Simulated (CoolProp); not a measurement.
Vapour-liquid equilibrium of n-heptane (1) + o-xylene (2) at 209.85 °C; x and y are mole fractions of (1).

Model: multi-fluid Helmholtz-energy mixture model, Span 2003 and Zhou 2012; pair parameters Bell 2016, in CoolProp.

| x | bubble pressure (MPa) | y at the bubble point | dew pressure at overall composition x (MPa) | liquid density (mol/L) |
|---|---|---|---|---|
| 0.05 | 0.4841 | [?] | [?] | [?] |
| 0.2 | [?] | [?] | 0.5149 | 6.221 |
| 0.35 | [?] | 0.552 | [?] | 5.945 |
| 0.5 | [?] | 0.678 | 0.6817 | 5.674 |
| 0.65 | 0.9219 | 0.783 | 0.7981 | 5.408 |
| 0.8 | 1.021 | 0.878 | 0.9392 | 5.144 |
| 0.95 | 1.123 | 0.970 | 1.101 | 4.881 |

What belongs in the gaps?


- 0.05, y at the bubble point: 0.126
- 0.05, dew pressure at overall composition x (MPa): 0.4559
- 0.05, liquid density (mol/L): 6.503
- 0.2, bubble pressure (MPa): 0.6081
- 0.2, y at the bubble point: 0.384
- 0.35, bubble pressure (MPa): 0.7191
- 0.35, dew pressure at overall composition x (MPa): 0.5887
- 0.5, bubble pressure (MPa): 0.8223

No azeotrope shows between x = 0.05 and 0.95.

Pair parameters are fitted to limited data, so mixtures are less certain than the pure fluids.
